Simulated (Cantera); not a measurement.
Input (Python, Cantera):

```python
import numpy as np
import cantera as ct

gas = ct.Solution("gri30.yaml")
gas.TPX = 1025, 110000, {'C2H6': 1, 'H2': 12}
reactor = ct.IdealGasConstPressureReactor(gas, energy="off", clone=False)
net = ct.ReactorNet([reactor])
net.rtol, net.atol = 1e-08, 1e-18
show = ['C2H6', 'H2', 'CH4', 'CH3', 'C2H']
times = np.geomspace(9e-06, 10, 15)

steps = ct.SolutionArray(gas, extra=["t"])
rows = []
print(f"{'t/s':>10s}{'T/K':>9s}{'P/Pa':>11s}" + "".join(f"{s:>11s}" for s in show))
for t in times:
    while net.time < t:
        t_next = net.step()
        steps.append(gas.state, t=t_next)
    rows.append([np.interp(t, steps.t, y) for y in (steps.T, steps.P, *steps(*show).X.T)])
    print(f"{t:10.3e}{rows[-1][0]:9.1f}{rows[-1][1]:11.4g}" + "".join(f"{x:11.3e}" for x in rows[-1][2:]))
rate = np.gradient(steps.T, steps.t)
print("integrator steps:", len(steps.t))
if steps.T.max() > steps.T[0] + 200:
    print(f"time of steepest temperature rise: {steps.t[rate.argmax()]:.4e} s")
gas.TPX = 1025, 110000, {'C2H6': 1, 'H2': 12}
gas.equilibrate("TP")
print(f"equilibrium (TP): T = {gas.T:.1f} K  " + "  ".join(f"{s} {gas[s].X[0]:.3e}" for s in show))
```

It prints:

```
       t/s      T/K       P/Pa       C2H6         H2        CH4        CH3        C2H
 9.000e-06   1025.0    1.1e+05  7.692e-02  9.231e-01  2.086e-09  2.170e-09  6.334e-35
 2.433e-05   1025.0    1.1e+05  7.692e-02  9.231e-01  8.785e-09  2.719e-09  6.387e-33
 6.575e-05   1025.0    1.1e+05  7.692e-02  9.231e-01  2.834e-08  2.763e-09  5.204e-31
 1.777e-04   1025.0    1.1e+05  7.692e-02  9.231e-01  8.138e-08  2.771e-09  4.534e-29
 4.804e-04   1025.0    1.1e+05  7.692e-02  9.231e-01  2.263e-07  2.832e-09  4.736e-27
 1.298e-03   1025.0    1.1e+05  7.692e-02  9.231e-01  6.494e-07  3.273e-09  5.563e-25
 3.510e-03   1025.0    1.1e+05  7.688e-02  9.231e-01  2.355e-06  6.043e-09  6.550e-23
 9.487e-03   1025.0    1.1e+05  7.664e-02  9.231e-01  1.330e-05  1.455e-08  4.393e-21
 2.564e-02   1025.0    1.1e+05  7.580e-02  9.231e-01  6.098e-05  1.808e-08  8.231e-20
 6.931e-02   1025.0    1.1e+05  7.359e-02  9.232e-01  1.932e-04  1.792e-08  7.489e-19
 1.873e-01   1025.0    1.1e+05  6.852e-02  9.234e-01  5.320e-04  1.751e-08  5.183e-18
 5.064e-01   1025.0    1.1e+05  5.942e-02  9.236e-01  1.349e-03  1.713e-08  2.758e-17
 1.369e+00   1025.0    1.1e+05  4.985e-02  9.233e-01  3.208e-03  1.853e-08  9.893e-17
 3.700e+00   1025.0    1.1e+05  4.558e-02  9.212e-01  7.608e-03  2.610e-08  2.019e-16
 1.000e+01   1025.0    1.1e+05  4.202e-02  9.157e-01  1.843e-02  4.609e-08  2.216e-16
integrator steps: 547
equilibrium (TP): T = 1025.0 K  C2H6 6.115e-06  H2 8.462e-01  CH4 1.538e-01  CH3 1.227e-08  C2H 1.486e-21
```

Model: GRI-Mech 3.0 (53 species, 325 reactions), integrated in Cantera. GRI-Mech 3.0 stops at C3 and has no aromatics, soot or wall deposition, so with more carbon than oxygen in the feed, carbon stays in small species such as C2H2 where larger ones or solid carbon would form.
